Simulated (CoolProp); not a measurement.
A single-stage vapour-compression cycle with R227EA: evaporating at 303.15 K (dew point), condensing at 331.15 K (bubble point), superheat 8 K, subcooling 8 K, compressor efficiency 0.9, no pressure losses. Each further row changes one setting.

Model: reference Helmholtz-energy equation of state, Lemmon 2016, in CoolProp.

```csv
case,cooling COP,pressure ratio,discharge temperature (K),refrigerating effect (kJ/kg),volumetric capacity (kJ/m³)
as stated,8.62,2.12,333.1,91.4,3680
evaporating temperature 308.15 K,11.0,1.83,334.1,94.6,4400
condensing temperature 326.15 K,11.0,?,?,97.7,3930
subcooling 13 K,9.21,2.12,333.1,97.7,3930
superheat 18 K,?,2.12,?,100,?
compressor efficiency 0.8,7.66,2.12,?,91.4,3680
```

Problem. Fill in the missing entries.

Solution. 
- condensing temperature 326.15 K, pressure ratio: 1.87
- condensing temperature 326.15 K, discharge temperature (K): 329.0
- superheat 18 K, cooling COP: 8.92
- superheat 18 K, discharge temperature (K): 342.3
- superheat 18 K, volumetric capacity (kJ/m³): 3840
- compressor efficiency 0.8, discharge temperature (K): 334.3
